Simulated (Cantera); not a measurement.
# Ignition delay

Mixture: CH₄ : O₂ : N₂ = 2.5 : 3.23 : 21.3 (molar parts), at 5.00 bar, adiabatic and at constant volume. Ignition delay is the time to a rise of 400 K.

Detailed kinetics in Cantera: GRI-Mech 3.0 (53 species, 325 reactions).

```json
[
 {"T0 (K)": "1100", "delay (ms)": "78.7"},
 {"T0 (K)": "1200", "delay (ms)": "20.5"},
 {"T0 (K)": "1300", "delay (ms)": "5.99"},
 {"T0 (K)": "1400", "delay (ms)": "1.90"},
 {"T0 (K)": "1500", "delay (ms)": "0.647"},
 {"T0 (K)": "1600", "delay (ms)": "0.236"},
 {"T0 (K)": "1700", "delay (ms)": "0.0950"},
 {"T0 (K)": "1800", "delay (ms)": "0.0428"},
 {"T0 (K)": "1900", "delay (ms)": "0.0216"},
 {"T0 (K)": "2000", "delay (ms)": "0.0120"}
]
```

```yaml
apparent activation energy between 1800 and 2000 K: 190 kJ/mol
```
